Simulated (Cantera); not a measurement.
Charge: 1 mol SiO₂, 41 mol Cl₂, 0.57 mol N₂, at 0.0990 bar.

These are equilibrium values from Cantera (NASA tables, ideal gas, pure condensed phases), not measurements of a reactor. Candidate condensed phases: Si, SiO₂, Si₂N₂O, Si₃N₄; 23 gas species. Equilibrium is a limit: real reactors are often held back by kinetics, nucleation or transport. All values below are at 898 K.

Base state: Cl₂ 0.986, N₂ 0.0137, Cl 0.000225 (mole fractions); condensed: SiO₂(β-quartz).

Task: What changes in the equilibrium state with this change: 0.15 mol H₂ added?

Result: 
```json
[
 {"species": "Cl₂", "before": "0.986", "after": "0.979"},
 {"species": "N₂", "before": "0.0137", "after": "0.0137"},
 {"species": "HCl", "before": "0", "after": "0.00719"},
 {"species": "Cl", "before": "0.000225", "after": "0.000224"},
 {"species": "SiO₂(β-quartz), mol", "before": "1.000", "after": "1.000"}
]
```
Further candidate phases: H₂O, NH₄Cl.
